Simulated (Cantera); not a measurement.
Fluorocarbon and chlorocarbon gases: CCl4 + H2

Feed: 1 mol CCl4, 8.4 mol H2, equilibrated at 19.0 Pa.

Cantera equilibrium calculation (NASA polynomials, part measured and part estimated; ideal gas, pure solids and liquids). Candidate condensed phases: C, C6H6, C7H8, C8H18; 91 gas species. The numbers say what is thermodynamically allowed, not how fast it happens.

| T (K) | log p H2 | log p HCl | log p H | log p Cl | log p C2H2 (acetylene) | log p C2H | log p C3 | n C(graphite) |
|---|---|---|---|---|---|---|---|---|
| 1573 | -3.93 | -4.14 | -6.36 | -6.66 | -8.62 | -13.58 | <-15 | 1.000 |
| 1673 | -3.94 | -4.14 | -5.91 | -6.23 | -8.18 | -12.47 | -14.76 | 0.999 |
| 1773 | -3.94 | -4.15 | -5.52 | -5.84 | -7.79 | -11.48 | -13.30 | 0.998 |
| 1873 | -3.95 | -4.17 | -5.17 | -5.50 | -7.46 | -10.60 | -12.01 | 0.996 |
| 1973 | -3.97 | -4.20 | -4.86 | -5.21 | -7.16 | -9.82 | -10.85 | 0.992 |
| 2073 | -4.01 | -4.26 | -4.58 | -4.97 | -6.92 | -9.12 | -9.80 | 0.985 |
| 2173 | -4.07 | -4.35 | -4.35 | -4.77 | -6.73 | -8.50 | -8.86 | 0.975 |
log p: log10 of the partial pressure in bar; n: condensed amount in mol.

From 1573 K to 2173 K the condensed part is C(graphite). The main C-bearing gas is C2H2 (acetylene) throughout. The share of C in condensed phases is highest at 1573 K (100.0 %) and lowest at 2173 K (97.5 %).
